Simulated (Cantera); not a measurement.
A closed system holds: 1 mol AlN, 0.049 mol Br2, 0.066 mol O2, held at 973.15 K and 0.170 bar.

These are equilibrium values from Cantera (NASA tables, ideal gas, pure condensed phases), not measurements of a reactor. The numbers say what is thermodynamically allowed, not how fast it happens.

```
species         before    after
-------------  -------  -------
N2               0.650    0.643
AlBr3            0.349    0.342
AlBr             <1e-9   0.0108
Br             2.21e-6  0.00430
Al2Br6         0.00117  6.28e-6
AlN(s), mol      0.879    0.879
Al2O3(s), mol   0.0440   0.0440
```
Gas species are given as mole fractions.

**Question.** Which change was made?
(A) temperature from 973.15 K to 1500 K
(B) temperature from 973.15 K to 873 K
(C) temperature from 973.15 K to 1675 K
(D) temperature from 973.15 K to 725 K

**Answer.** C, temperature from 973.15 K to 1675 K. Mutual solubility and eutectic melting of coexisting phases are not modelled
